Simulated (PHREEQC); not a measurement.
Consider water at 25 °C with 0.25 mol NiSO4, 0.00035 mol ZnCl2, 0.0031 mol NaH2PO4 and 0.18 mol NaCl per kg of water. Closed to the air; pH follows from the charge balance.

All values are PHREEQC results (ion-association model, wateq4f.dat), not measurements.

Problem. The ionic strength comes out as 0.631 mol/kgw. What activity coefficients do NaHPO4-, HPO4-2, Cl-, Na+, Ni(SO4)2-2 get?

Solution. NaHPO4- 0.68, HPO4-2 0.20, Cl- 0.63, Na+ 0.71, Ni(SO4)2-2 0.30.

Precipitation was switched off in this run. Saturation is exceeded, for instance for Ni3(PO4)2; the values hold only as long as no solid forms. Species that the database lacks are ignored. H3PO4, which wateq4f.dat lacks, is added to it with the constant of phreeqc.dat. The database has no phosphate complexes of Zn, Ni.
